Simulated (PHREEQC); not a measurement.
Na2SO4 is added in steps, without added water, to 1 kg of water holding 170 mmol/kgw H3PO4 and 140 mmol/kgw Na2HPO4, at 25 °C. Oxygen alone is held at its pressure in air (log pO2 = -0.68). The system is closed to CO2. Only these solids could form: Mirabilite.

Base run: PHREEQC, ion-association model, wateq4f.dat. Each further column changes one thing. The table gives pH.

```tsv
Na2SO4 added (mol)	base	H3PO4 left out	diluted 100-fold with water	diluted 10-fold with water	no solid may form
0	2.99	9.14	3.69	3.20	2.99
0.016	2.99	9.12	3.89	3.25	2.99
0.032	2.99	9.11	3.98	3.28	2.99
0.048	2.99	9.10	4.04	3.30	2.99
0.064	2.98	9.08	4.09	3.33	2.98
0.08	2.98	9.08	4.13	3.35	2.98
0.096	2.98	9.07	4.16	3.36	2.98
0.112	2.98	9.06	4.18	3.38	2.98
0.128	2.98	9.05	4.20	3.39	2.98
0.144	2.98	9.04	4.22	3.40	2.98
0.16	2.98	9.03	4.24	3.41	2.98
```

H3PO4, which wateq4f.dat lacks, is added to it with the constant of phreeqc.dat. The ionic strength passes 0.7 mol/kgw, the rough limit of the ion-association models, in part of: H3PO4 left out.
